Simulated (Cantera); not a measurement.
Cantera run:

```python
import numpy as np
import cantera as ct

gas_names = """
    Ca CaCL CaCL2 CaO Ca2 CL CLO CL2 N NO NO2 NO3 N2 N2O O O2 O3
""".split()
cond_names = """
    Ca(a) Ca(b) Ca(L) CaCL2(s) CaCL2(L) CaO(s) CaO(L)
""".split()


# ... load() reads the species with a 1 bar reference pressure and builds the phases ...
atoms = {
    'CaO': {'Ca': 1, 'O': 1},
    'Cl2': {'CL': 2},
    'N2': {'N': 2},
}
top_T = {}  # K; cautious upper limits of use, not melting points


# ... equilibrate(T, P, feed) seeds the gas with the atoms and calls Mixture.equilibrate('TP', solver="vcs", rtol=1e-11, max_steps=5000) ...
results = []
feed = {'CaO': 1, 'Cl2': 17, 'N2': 7.7}  # mol
T = 1525  # K
P = 26000  # Pa
mix = equilibrate(T, P, feed)
results.append((T, P, feed, dict(zip(mix.species_names, mix.species_moles))))
x = sorted(zip(gas.X, gas.species_names), reverse=True)
print(f"T = {T:g} K  P = {P:g} Pa  gas = {mix.phase_moles(0):.4g} mol")
print("   x: " + "  ".join(f"{s} {v:.3e}" for v, s in x if v > 1e-06))
print("   condensed (mol): " + ("  ".join(f"{mix.phase(i).name} {mix.phase_moles(i):.4g}"
      for i in range(1, mix.n_phases) if mix.phase_moles(i) > 1e-12) or "none"))
```

Output:

```
T = 1525 K  P = 26000 Pa  gas = 25.73 mol
   x: CL2 5.706e-01  N2 2.991e-01  CL 1.021e-01  O2 1.921e-02  CaCL2 8.570e-03  NO 2.572e-04  CLO 1.720e-04  O 1.540e-06
   condensed (mol): CaCL2(L) 0.7795
```

These are equilibrium values from Cantera (NASA tables, ideal gas, pure condensed phases), not measurements of a reactor. Condensed phases not in the tables: oxide chlorides.
